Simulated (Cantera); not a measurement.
What does this Cantera script print?

```python
import numpy as np
import cantera as ct

gas_names = """
    CL CL2 H HCL H2 Si SiCL SiCL2 SiCL3 SiCL4 SiH SiHCL3 SiH2 SiH2CL2 SiH3 SiH3CL SiH4 Si2 Si3
""".split()
cond_names = """
    Si(cr) Si(L)
""".split()


# ... load() reads the species with a 1 bar reference pressure and builds the phases ...
atoms = {
    'SiH4': {'Si': 1, 'H': 4},
    'H2': {'H': 2},
    'HCl': {'H': 1, 'CL': 1},
}
top_T = {}  # K; cautious upper limits of use, not melting points


# ... equilibrate(T, P, feed) seeds the gas with the atoms and calls Mixture.equilibrate('TP', solver="vcs", rtol=1e-11, max_steps=5000) ...
results = []
feed = {'SiH4': 1, 'H2': 910, 'HCl': 1.1}  # mol
P = 1000  # Pa
for T in [1398, 1448, 1498, 1548, 1598, 1648, 1698, 1748, 1798]:
    mix = equilibrate(T, P, feed)
    results.append((T, P, feed, dict(zip(mix.species_names, mix.species_moles))))
    x = sorted(zip(gas.X, gas.species_names), reverse=True)
    print(f"T = {T:g} K  P = {P:g} Pa  gas = {mix.phase_moles(0):.4g} mol")
    print("   x: " + "  ".join(f"{s} {v:.3e}" for v, s in x if v > 0.0001))
    print("   condensed (mol): " + ("  ".join(f"{mix.phase(i).name} {mix.phase_moles(i):.4g}"
          for i in range(1, mix.n_phases) if mix.phase_moles(i) > 1e-12) or "none"))
```

It prints:

```
T = 1398 K  P = 1000 Pa  gas = 913.1 mol
   x: H2 9.988e-01  HCL 1.196e-03
   condensed (mol): Si(cr) 0.9957
T = 1448 K  P = 1000 Pa  gas = 913.1 mol
   x: H2 9.987e-01  HCL 1.196e-03
   condensed (mol): Si(cr) 0.9949
T = 1498 K  P = 1000 Pa  gas = 913.2 mol
   x: H2 9.986e-01  HCL 1.195e-03  H 1.717e-04
   condensed (mol): Si(cr) 0.9932
T = 1548 K  P = 1000 Pa  gas = 913.2 mol
   x: H2 9.985e-01  HCL 1.194e-03  H 3.077e-04
   condensed (mol): Si(cr) 0.9893
T = 1598 K  P = 1000 Pa  gas = 913.4 mol
   x: H2 9.983e-01  HCL 1.194e-03  H 5.318e-04
   condensed (mol): Si(cr) 0.9802
T = 1648 K  P = 1000 Pa  gas = 913.5 mol
   x: H2 9.979e-01  HCL 1.192e-03  H 8.896e-04
   condensed (mol): Si(cr) 0.9589
T = 1698 K  P = 1000 Pa  gas = 913.8 mol
   x: H2 9.973e-01  H 1.444e-03  HCL 1.191e-03
   condensed (mol): Si(L) 0.9113
T = 1748 K  P = 1000 Pa  gas = 914.3 mol
   x: H2 9.963e-01  H 2.281e-03  HCL 1.189e-03  Si 1.455e-04
   condensed (mol): Si(L) 0.8224
T = 1798 K  P = 1000 Pa  gas = 915 mol
   x: H2 9.949e-01  H 3.512e-03  HCL 1.187e-03  Si 3.084e-04
   condensed (mol): Si(L) 0.647
```

Cantera equilibrium calculation (NASA polynomials, part measured and part estimated; ideal gas, pure solids and liquids). Gases not in the tables: Si2H6 and higher silanes.
